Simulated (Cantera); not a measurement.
Feed: 1 mol CHF3, 0.46 mol CH4, held at 35000 Pa.

Equilibrium computed with Cantera from the NASA thermochemical tables; the gas is ideal and each condensed phase is pure. Candidate condensed phases: C, C6H6, C7H8, C8H18; 95 gas species. Gases not in the tables: C2F6 and larger saturated fluorocarbons. Equilibrium is a limit: real reactors are often held back by kinetics, nucleation or transport.

log p: log10 of the partial pressure in bar; n: condensed amount in mol.

| T (K) | log p HF | log p F | log p CF2 | log p CF4 | log p CF | log p CF3 | n C(graphite) |
|---|---|---|---|---|---|---|---|
| 1673 | -0.46 | -5.14 | -4.52 | -2.32 | -8.32 | -5.42 | 1.42 |
| 1773 | -0.46 | ? | ? | -2.32 | ? | ? | 1.42 |
| 1873 | -0.46 | ? | ? | -2.33 | ? | ? | 1.42 |
| 1973 | -0.46 | -3.65 | -3.23 | -2.35 | -6.04 | -4.38 | 1.42 |
| 2073 | -0.46 | -3.25 | -2.90 | -2.40 | -5.44 | -4.13 | 1.42 |
| 2173 | -0.46 | -2.91 | -2.63 | -2.49 | -4.90 | -3.94 | 1.41 |
| 2273 | -0.47 | -2.62 | -2.42 | -2.66 | -4.44 | -3.83 | 1.41 |
| 2373 | -0.47 | -2.38 | -2.30 | -2.95 | -4.05 | -3.83 | 1.41 |
| 2473 | -0.47 | -2.21 | -2.27 | -3.37 | -3.73 | -3.95 | 1.41 |

### Question
Fill in the missing entries.

### Answer

- 1773, log p F: -4.59
- 1773, log p CF2: -4.04
- 1773, log p CF: -7.47
- 1773, log p CF3: -5.03
- 1873, log p F: -4.09
- 1873, log p CF2: -3.61
- 1873, log p CF: -6.72
- 1873, log p CF3: -4.68
